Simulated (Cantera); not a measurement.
A perfectly stirred reactor is fed with CH4 : O2 : N2 = 1 : 1.33 : 5.01 (molar parts), equivalence ratio 1.5, at 2.07 atm; it is adiabatic with a 375 K inlet, and is followed from long to short residence time, starting on the burning branch (τ in s: 0.044, 0.02, 0.0093, 0.0043, 0.002, 0.00091, 0.00042, 0.00019, 9e-05, 4.1e-05).

Cantera simulation using GRI-Mech 3.0 (53 species, 325 reactions); the numbers are that mechanism's predictions, not measurements.

### Question
What does this change do: N2 5.01 to 7.1 parts?

### Answer
| quantity | before | after |
|---|---|---|
| blow-out, bracketed by the residence times tried | burning at 0.910 ms, out at 0.420 ms | burning at 9.30 ms, out at 4.30 ms |
| x(CH4) at τ = 44.0 ms | 0.00244 | 0.00780 |
| x(O2) at τ = 44.0 ms | 0.000392 | 0.00231 |
| x(CH3) at τ = 44.0 ms | 0.000213 | 0.000213 |
| x(C2H4) at τ = 44.0 ms | 1.62e-5 | 0.000230 |
| x(C2H6) at τ = 44.0 ms | 1.39e-6 | 3.84e-5 |
| x(CH4) at τ = 0.910 ms | 0.00855 | 0.106 |
| x(O2) at τ = 0.910 ms | 0.00963 | 0.141 |
| x(CH3) at τ = 0.910 ms | 0.00133 | <1e-12 |
| x(C2H4) at τ = 0.910 ms | 0.000503 | <1e-12 |
| x(C2H6) at τ = 0.910 ms | 7.88e-5 | <1e-12 |

### Question
What does this change do: inlet temperature 375 to 775 K?

### Answer
```json
[
 {"quantity": "blow-out, bracketed by the residence times tried", "before": "burning at 0.910 ms, out at 0.420 ms", "after": "burning at 90.0 µs, out at 41.0 µs"},
 {"quantity": "x(CH4) at τ = 44.0 ms", "before": "0.00244", "after": "8.08e-5"},
 {"quantity": "x(O2) at τ = 44.0 ms", "before": "0.000392", "after": "6.25e-5"},
 {"quantity": "x(CH3) at τ = 44.0 ms", "before": "0.000213", "after": "3.29e-5"},
 {"quantity": "x(C2H4) at τ = 44.0 ms", "before": "1.62e-5", "after": "5.39e-8"},
 {"quantity": "x(C2H6) at τ = 44.0 ms", "before": "1.39e-6", "after": "1.95e-9"},
 {"quantity": "x(CH4) at τ = 0.910 ms", "before": "0.00855", "after": "0.00103"},
 {"quantity": "x(O2) at τ = 0.910 ms", "before": "0.00963", "after": "0.00155"},
 {"quantity": "x(CH3) at τ = 0.910 ms", "before": "0.00133", "after": "0.000598"},
 {"quantity": "x(C2H4) at τ = 0.910 ms", "before": "0.000503", "after": "1.40e-5"},
 {"quantity": "x(C2H6) at τ = 0.910 ms", "before": "7.88e-5", "after": "5.92e-7"}
]
```

### Question
What does this change do: inlet temperature 375 to 550 K?

### Answer
```tsv
quantity	before	after
blow-out, bracketed by the residence times tried	burning at 0.910 ms, out at 0.420 ms	burning at 0.420 ms, out at 0.190 ms
x(CH4) at τ = 44.0 ms	0.00244	0.000693
x(O2) at τ = 44.0 ms	0.000392	0.000162
x(CH3) at τ = 44.0 ms	0.000213	0.000119
x(C2H4) at τ = 44.0 ms	1.62e-5	1.94e-6
x(C2H6) at τ = 44.0 ms	1.39e-6	1.22e-7
x(CH4) at τ = 0.910 ms	0.00855	0.00397
x(O2) at τ = 0.910 ms	0.00963	0.00412
x(CH3) at τ = 0.910 ms	0.00133	0.00116
x(C2H4) at τ = 0.910 ms	0.000503	0.000133
x(C2H6) at τ = 0.910 ms	7.88e-5	1.15e-5
```
